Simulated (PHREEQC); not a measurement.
Make-up at 25 °C: 0.075 mol/kgw CdCl2, 0.00084 mol/kgw Na2SO4 and 0.027 mol/kgw MnSO4. Closed to the air; pH follows from the charge balance.

Computed with PHREEQC (ion-association model, wateq4f.dat).

Each row changes one thing in this solution. This is a speciation only: nothing precipitates in the calculation.

| case | pH | ionic strength (mol/kgw) | Cl- (mol/kgw) | Mn+2 (mol/kgw) | SO4-2 (mol/kgw) | MnSO4 (mol/kgw) | SI of Halite (NaCl) | SI of Mirabilite (Na2SO4:10H2O) |
|---|---|---|---|---|---|---|---|---|
| as made | 5.56 | 0.170 | 0.0875 | 0.0196 | 0.0142 | 0.00508 | -5.69 | -7.07 |
| temperature from 25 to 60 °C | 5.43 | 0.162 | 0.0858 | 0.0180 | 0.0130 | 0.00700 | -5.78 | -8.61 |
| Na2SO4 from 0.00084 to 0.000756 mol/kgw | 5.56 | 0.170 | 0.0874 | 0.0196 | 0.0142 | 0.00507 | -5.73 | -7.16 |
| Na2SO4 from 0.00084 to 8.4e-05 mol/kgw | 5.56 | 0.168 | 0.0873 | 0.0196 | 0.0138 | 0.00498 | -6.69 | ___ |
| Na2SO4 from 0.00084 to 0.0084 mol/kgw | 5.59 | 0.184 | ___ | 0.0188 | 0.0182 | 0.00592 | -4.69 | -4.99 |
| MnSO4 from 0.027 to 0.0027 mol/kgw | ___ | 0.108 | 0.0825 | 0.00228 | 0.00207 | 0.000116 | -5.67 | -7.79 |
| CdCl2 replaced by ZnCl2 at the same molality | 5.17 | 0.252 | 0.139 | 0.0204 | 0.0113 | 0.00316 | -5.51 | -7.26 |
| diluted 5-fold with water | 5.86 | 0.0438 | 0.0224 | 0.00455 | 0.00338 | 0.000647 | -6.87 | -8.80 |
| CdCl2 replaced by FeCl2 at the same molality | 5.68 | 0.264 | 0.143 | 0.0200 | 0.0134 | 0.00356 | -5.51 | ___ |

Problem. Complete the blanks.

Solution. 
- Na2SO4 from 0.00084 to 8.4e-05 mol/kgw, SI of Mirabilite (Na2SO4:10H2O): -9.08
- Na2SO4 from 0.00084 to 0.0084 mol/kgw, Cl- (mol/kgw): 0.0891
- MnSO4 from 0.027 to 0.0027 mol/kgw, pH: 5.46
- CdCl2 replaced by FeCl2 at the same molality, SI of Mirabilite (Na2SO4:10H2O): -7.19

Away from 25 °C the constants follow the database's enthalpies or fits; those with neither stay at their 25 °C values.
